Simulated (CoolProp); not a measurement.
Ammonia along the isobar 8.05 MPa: density (kg/m³) from the reference equation and from simpler models built on Tc = 405.6 K, pc = 11.36 MPa, ω = 0.256; each cubic takes its own stable root.

Values from CoolProp's reference Helmholtz-energy equation of state, Gao 2020.

```tsv
T (K)	phase	reference	van der Waals	Redlich-Kwong	Soave-Redlich-Kwong	Peng-Robinson
280.9	liquid	633.5	336.6	485.3	503.0	568.5
304.2	liquid	600.6	320.4	456.5	475.3	537.9
327.5	liquid	563.6	301.4	423.2	442.5	501.1
350.7	liquid	520.3	277.6	383.0	401.9	455.1
374	liquid	462.4	72.07	327.5	345.6	390.5
397.3	gas	66.77	58.82	62.27	62.81	65.24
420.5	gas	54.08	51.52	52.91	52.43	54.10
443.8	gas	47.21	46.40	46.98	46.20	47.50
467.1	gas	42.53	42.49	42.67	41.80	42.85
```

At some of these states van der Waals gives the other phase, because its saturation line lies elsewhere.
